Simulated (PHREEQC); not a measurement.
Consider water at 41 °C with 0.0017 mol NaH2PO4 and 3.8e-05 mol Na2SO4 per kg of water. Closed to the air; pH follows from the charge balance.

All values are PHREEQC results (ion-association model, phreeqc.dat), not measurements.

No solid was allowed to form.

### Question
Estimate the pH.

### Answer
pH 5.00.

Species that the database lacks are ignored. Constants without temperature data keep their 25 °C values here.
